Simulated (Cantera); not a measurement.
Charge: 1 mol H2S, 0.081 mol H2O, 1.4 mol N2, held at 0.133 bar.

These are equilibrium values from Cantera (NASA tables, ideal gas, pure condensed phases), not measurements of a reactor. Candidate condensed phases: H2O, H2SO4, S; 35 gas species. Equilibrium is a limit: real reactors are often held back by kinetics, nucleation or transport.

Question: At 2025 K, list the 6 most abundant gas species with their mole fractions, and the condensed phases.

Answer: N2 0.473, H2 0.307, S2 0.146, H2O 0.0249, H2S 0.0237, SH 0.0160. Condensed: gas only.
